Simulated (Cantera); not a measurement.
**Thermodynamics of metals in furnace atmospheres, feed Cu + CO + N2**

Charge: 1 mol Cu, 18 mol CO, 6.2 mol N2, at 1373 K and 10.0 mbar.

Method: chemical equilibrium by Gibbs-energy minimisation in Cantera with the NASA 1993 tables (ideal gas, pure condensed phases). Candidate condensed phases: C, Cu, CuO, Cu2O; 27 gas species. Equilibrium is a limit: real reactors are often held back by kinetics, nucleation or transport.

```json
{
  "x(CO)": "0.744",
  "x(N2)": "0.256",
  "x(Cu)": "7.90e-5",
  "x(CO2)": "1.26e-5",
  "n(Cu(l))": "0.998 mol",
  "gas_amount": "24.20 mol"
}
```
